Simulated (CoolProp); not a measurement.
Model: reference Helmholtz-energy equation of state, Lemmon 2006, in CoolProp. It is a short technical equation, of lower accuracy than the large ones.

Question: For CH3F (R41), give the phase and the isothermal compressibility (1/MPa), fugacity coefficient at 333.4 K and 8.66 MPa; 364 K and 8.66 MPa; 409.7 K and 8.66 MPa.

Answer: 
- 333.4 K and 8.66 MPa: supercritical; isothermal compressibility 0.231, fugacity coefficient 0.557
- 364 K and 8.66 MPa: supercritical; isothermal compressibility 0.203, fugacity coefficient 0.678
- 409.7 K and 8.66 MPa: supercritical; isothermal compressibility 0.149, fugacity coefficient 0.783
